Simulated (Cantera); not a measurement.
Input: 1 mol SiC, 2.4 mol CO2, 150 mol H2, equilibrated at 973 K and 1.00 bar.

Equilibrium computed with Cantera from the NASA thermochemical tables; the gas is ideal and each condensed phase is pure. Candidate condensed phases: C, C6H6, C7H8, C8H18, H2O, Si, SiC, SiO2; 123 gas species. The numbers say what is thermodynamically allowed, not how fast it happens.

Problem. What is the equilibrium state?

Solution. 
| Quantity | Result |
|---|---|
| x(H2) | 0.962 |
| x(CH4) | 0.0190 |
| x(H2O) | 0.0148 |
| x(CO) | 0.00394 |
| x(CO2) | 9.79e-5 |
| n(SiO2(β-quartz)) | 1.00 mol |
| gas amount | 147.8 mol |
| log10 activity of C(graphite) (absent) | -0.80 |
| log10 activity of Si(s) (absent) | -14.99 |
